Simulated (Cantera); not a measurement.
What does this Cantera script print?

```python
import numpy as np
import cantera as ct

gas_names = """
    H HO2 H2 H2O H2O2 H2S H2SO4 Na NaH NaO NaOH Na2 Na2O Na2O2H2 Na2SO4 O OH O2 O3 S SH SO SO2 SO3 S2
    S2O S8
""".split()
cond_names = """
    H2O(s) H2O(L) H2SO4(L) Na(cr) Na(L) NaOH(a) NaOH(L) NaO2(s) Na2O(c) Na2O(a) Na2O(L) Na2O2(a)
    Na2O2(b) Na2S(1) Na2S(2) Na2S(L) Na2SO4(V) Na2SO4(IV) Na2SO4(I) Na2SO4(L) S(cr1) S(cr2) S(L)
""".split()


# ... load() reads the species with a 1 bar reference pressure and builds the phases ...
atoms = {
    'Na2SO4': {'Na': 2, 'S': 1, 'O': 4},
    'H2O': {'H': 2, 'O': 1},
}
top_T = {'NaO2(s)': 800, 'Na2O2(b)': 940}  # K; cautious upper limits of use, not melting points


# ... equilibrate(T, P, feed) seeds the gas with the atoms and calls Mixture.equilibrate('TP', solver="vcs", rtol=1e-11, max_steps=5000) ...
results = []
feed = {'Na2SO4': 1, 'H2O': 0.13}  # mol
P = 79000  # Pa
for T in [1200, 1300, 1400, 1500, 1600, 1700, 1800, 1900, 2000, 2100, 2200]:
    mix = equilibrate(T, P, feed)
    results.append((T, P, feed, dict(zip(mix.species_names, mix.species_moles))))

top = {s: max(r[3][s] / sum(r[3][g] for g in gas_names) for r in results) for s in gas_names}
cols = sorted((s for s in top if top[s] > 1e-05), key=lambda s: -top[s])[:6]
seen = [c for c in cond_names if any(r[3].get(c, 0) > 1e-12 for r in results)]
print("log10 of partial pressures in bar; condensed amounts in mol")
print(f"{'T/K':>10s}" + "".join(f"{s[:9]:>10s}" for s in cols + seen))
for T, P, feed, n in results:
    ng = sum(n[g] for g in gas_names)
    print(f"{T:10.4g}" + "".join(f"{np.log10(max(n[s] / ng * P / 1e5, 1e-99)):10.3f}" for s in cols)
          + "".join(f"{n.get(c, 0):10.4g}" for c in seen))
```

Result:

```
log10 of partial pressures in bar; condensed amounts in mol
       T/K       H2O      NaOH       SO2        Na        O2    Na2SO4 Na2SO4(L)
      1200    -0.102    -5.044    -5.344    -8.133    -5.348    -6.874         1
      1300    -0.102    -4.201    -4.501    -6.864    -4.651    -5.935         1
      1400    -0.103    -3.491    -3.790    -5.798    -4.015    -5.144         1
      1500    -0.104    -2.884    -3.181    -4.890    -3.443    -4.469    0.9999
      1600    -0.107    -2.360    -2.654    -4.104    -2.931    -3.887    0.9996
      1700    -0.116    -1.905    -2.193    -3.417    -2.476    -3.383    0.9989
      1800    -0.137    -1.509    -1.789    -2.808    -2.070    -2.941     0.997
      1900    -0.184    -1.169    -1.436    -2.263    -1.709    -2.553    0.9926
      2000    -0.286    -0.887    -1.133    -1.766    -1.392    -2.209    0.9822
      2100    -0.513    -0.684    -0.888    -1.298    -1.119    -1.903    0.9552
      2200    -1.121    -0.664    -0.731    -0.830    -0.896    -1.629    0.8536
```

Method: chemical equilibrium by Gibbs-energy minimisation in Cantera with the NASA 1993 tables (ideal gas, pure condensed phases).
